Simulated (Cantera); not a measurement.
A closed system holds: 1 mol CH3Cl, 1.4 mol HCl, 9.3 mol H2, held at 0.133 bar.

Method: chemical equilibrium by Gibbs-energy minimisation in Cantera with the NASA 1993 tables (ideal gas, pure condensed phases). Candidate condensed phases: C, C6H6, C7H8, C8H18; 91 gas species. Equilibrium is a limit: real reactors are often held back by kinetics, nucleation or transport.

x: gas mole fraction; n: condensed amount in mol.

| T (K) | x H2 | x H | x HCl | x Cl | x C2H2 (acetylene) | x C3 | n C(graphite) |
|---|---|---|---|---|---|---|---|
| 1323 | 0.810 | 3.91e-6 | 0.189 | 7.65e-7 | 6.69e-7 | <1e-12 | 0.992 |
| 1473 | 0.811 | 3.12e-5 | 0.189 | 5.90e-6 | 5.27e-6 | <1e-12 | 0.997 |
| 1623 | 0.811 | 0.000170 | 0.189 | 3.13e-5 | 2.83e-5 | <1e-12 | 0.998 |
| 1773 | 0.810 | 0.000701 | 0.189 | 0.000126 | 0.000113 | <1e-12 | 0.996 |
| 1923 | 0.809 | 0.00232 | 0.188 | 0.000406 | 0.000365 | 2.89e-11 | 0.990 |
| 2073 | 0.804 | 0.00646 | 0.187 | 0.00111 | 0.000986 | 1.18e-9 | 0.974 |
| 2223 | 0.795 | 0.0156 | 0.185 | 0.00264 | 0.00231 | 2.87e-8 | 0.940 |
| 2373 | 0.776 | 0.0337 | 0.180 | 0.00558 | 0.00478 | 4.63e-7 | 0.875 |
| 2523 | 0.744 | 0.0656 | 0.171 | 0.0107 | 0.00885 | 5.31e-6 | (withheld) |
| 2673 | 0.692 | 0.117 | 0.158 | 0.0185 | 0.0148 | 4.60e-5 | (withheld) |
| 2823 | 0.617 | 0.191 | 0.138 | 0.0295 | 0.0222 | 0.000314 | (withheld) |
| 2973 | 0.524 | 0.288 | 0.114 | 0.0428 | 0.0264 | 0.00144 | 0 |
| 3123 | 0.423 | 0.404 | 0.0875 | 0.0566 | 0.0195 | 0.00314 | 0 |
| 3273 | 0.318 | 0.526 | 0.0619 | 0.0687 | 0.0118 | 0.00517 | 0 |

Problem. Some entries are withheld; supply them.

Solution. 
- 2523, n C(graphite): 0.761
- 2673, n C(graphite): 0.578
- 2823, n C(graphite): 0.299
